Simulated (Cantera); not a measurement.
What does this Cantera script print?

```python
import numpy as np
import cantera as ct

gas = ct.Solution("gri30.yaml")
gas.TPX = 1600, 1000000, {'CO': 1, 'H2': 0.054, 'CH4': 0.14, 'O2': 1.14, 'N2': 4.27}
reactor = ct.IdealGasReactor(gas, energy="on", clone=False)
net = ct.ReactorNet([reactor])
net.rtol, net.atol = 1e-08, 1e-16
show = ['CO', 'H2', 'CH4', 'CH3', 'C2H', 'N2O', 'C2H2']
times = np.geomspace(6e-06, 1, 14)

steps = ct.SolutionArray(gas, extra=["t"])
rows = []
print(f"{'t/s':>10s}{'T/K':>9s}{'P/Pa':>11s}" + "".join(f"{s:>11s}" for s in show))
for t in times:
    while net.time < t:
        t_next = net.step()
        steps.append(gas.state, t=t_next)
    rows.append([np.interp(t, steps.t, y) for y in (steps.T, steps.P, *steps(*show).X.T)])
    print(f"{t:10.3e}{rows[-1][0]:9.1f}{rows[-1][1]:11.4g}" + "".join(f"{x:11.3e}" for x in rows[-1][2:]))
rate = np.gradient(steps.T, steps.t)
print("integrator steps:", len(steps.t))
if steps.T.max() > steps.T[0] + 200:
    print(f"time of steepest temperature rise: {steps.t[rate.argmax()]:.4e} s")
gas.TPX = 1600, 1000000, {'CO': 1, 'H2': 0.054, 'CH4': 0.14, 'O2': 1.14, 'N2': 4.27}
gas.equilibrate("UV")
print(f"equilibrium (UV): T = {gas.T:.1f} K  " + "  ".join(f"{s} {gas[s].X[0]:.3e}" for s in show))
```

Output:

```
       t/s      T/K       P/Pa         CO         H2        CH4        CH3        C2H        N2O       C2H2
 6.000e-06   1601.6  1.001e+06  1.513e-01  8.118e-03  2.087e-02  2.346e-04  8.357e-15  1.848e-09  1.209e-09
 1.513e-05   2452.0  1.511e+06  9.277e-02  3.549e-03  5.788e-15  6.033e-14  1.064e-17  2.856e-06  1.667e-16
 3.815e-05   3021.1  1.795e+06  4.512e-02  1.939e-03  1.104e-15  1.576e-14  1.853e-18  4.790e-06  1.130e-17
 9.620e-05   3006.4  1.785e+06  4.462e-02  1.933e-03  1.103e-15  1.516e-14  1.617e-18  4.916e-06  1.048e-17
 2.426e-04   2997.1  1.778e+06  4.432e-02  1.931e-03  1.102e-15  1.479e-14  1.482e-18  5.082e-06  9.990e-18
 6.117e-04   2995.9  1.777e+06  4.429e-02  1.930e-03  1.102e-15  1.474e-14  1.466e-18  5.106e-06  9.931e-18
 1.543e-03   2995.9  1.777e+06  4.429e-02  1.930e-03  1.102e-15  1.474e-14  1.466e-18  5.106e-06  9.931e-18
 3.890e-03   2995.9  1.777e+06  4.429e-02  1.930e-03  1.102e-15  1.474e-14  1.466e-18  5.106e-06  9.931e-18
 9.808e-03   2995.9  1.777e+06  4.429e-02  1.930e-03  1.102e-15  1.474e-14  1.466e-18  5.106e-06  9.931e-18
 2.473e-02   2995.9  1.777e+06  4.429e-02  1.930e-03  1.102e-15  1.474e-14  1.466e-18  5.106e-06  9.931e-18
 6.237e-02   2995.9  1.777e+06  4.429e-02  1.930e-03  1.102e-15  1.474e-14  1.466e-18  5.106e-06  9.931e-18
 1.573e-01   2995.9  1.777e+06  4.429e-02  1.930e-03  1.102e-15  1.474e-14  1.466e-18  5.106e-06  9.931e-18
 3.966e-01   2995.9  1.777e+06  4.429e-02  1.930e-03  1.102e-15  1.474e-14  1.466e-18  5.106e-06  9.931e-18
 1.000e+00   2995.9  1.777e+06  4.429e-02  1.930e-03  1.102e-15  1.474e-14  1.466e-18  5.106e-06  9.931e-18
integrator steps: 1681
time of steepest temperature rise: 1.3621e-05 s
equilibrium (UV): T = 2995.9 K  CO 4.429e-02  H2 1.930e-03  CH4 1.551e-15  CH3 2.073e-14  C2H 1.545e-18  N2O 5.106e-06  C2H2 1.069e-17
```

Detailed kinetics in Cantera: GRI-Mech 3.0 (53 species, 325 reactions). Above 3000 K some thermodynamic fits are extrapolated.
